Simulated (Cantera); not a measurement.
Cantera run:

```python
import numpy as np
import cantera as ct

gas_names = """
    B BH BH2 BH3 BN BO BO2 B2 B2O B2O2 B2O3 B3O3H3 H HBO HBO2 HNO HNO2 HNO3 HO2 H2 H2O H2O2 H3B3O6 N NH
    NH2 NH3 NH2OH NO NO2 NO3 N2 N2H2 N2H4 N2O O OH O2 O3
""".split()
cond_names = """
    B(b) B(L) BN(s) B2O3(L) B3O3H3(cr) H2O(s) H2O(L)
""".split()


# ... load() reads the species with a 1 bar reference pressure and builds the phases ...
atoms = {
    'borazine': {'B': 3, 'N': 3, 'H': 6},
    'O2': {'O': 2},
    'H2': {'H': 2},
}
top_T = {'BN(s)': 3200}  # K; cautious upper limits of use, not melting points


# ... equilibrate(T, P, feed) seeds the gas with the atoms and calls Mixture.equilibrate('TP', solver="vcs", rtol=1e-11, max_steps=5000) ...
results = []
feed = {'borazine': 1, 'O2': 0.2, 'H2': 1.1}  # mol
T = 2223.15  # K
P = 260  # Pa
mix = equilibrate(T, P, feed)
results.append((T, P, feed, dict(zip(mix.species_names, mix.species_moles))))
print(gas.report(threshold=0.001))
for i in range(1, mix.n_phases):
    print(f"{mix.phase(i).name:16s} {mix.phase_moles(i):12.5e} mol")
```

Output:

```
       temperature   2223.2 K
          pressure   260 Pa
           density   0.00013805 kg/m^3
  mean mol. weight   9.8145 kg/kmol
   phase of matter   gas

                          1 kg             1 kmol
                     ---------------   ---------------
          enthalpy        7.9772e+06        7.8292e+07  J
   internal energy        6.0939e+06        5.9808e+07  J
           entropy             27361        2.6853e+05  J/K
    Gibbs function        -5.285e+07       -5.1869e+08  J
 heat capacity c_p              3522             34566  J/K
 heat capacity c_v            2674.8             26252  J/K

                      mass frac. Y      mole frac. X     chem. pot. / RT
                     ---------------   ---------------   ---------------
                 B         0.0015862         0.0014401           -3.5122
                BO           0.10865          0.039777           -38.013
              B2O2         0.0077634          0.001421           -76.025
                 H         0.0099807          0.097178           -13.145
               HBO          0.058128          0.020509           -51.158
                H2            0.1227           0.59734            -26.29
                N2           0.68616           0.24039           -34.681
     [  +32 minor]         0.0050272         0.0019433

B(b)              2.57896e+00 mol
BN(s)             0.00000e+00 mol
B2O3(L)           0.00000e+00 mol
```

Method: chemical equilibrium by Gibbs-energy minimisation in Cantera with the NASA 1993 tables (ideal gas, pure condensed phases). The feed counts by its element totals alone. The tables' values for BH2 are old estimates; treat these amounts as uncertain.
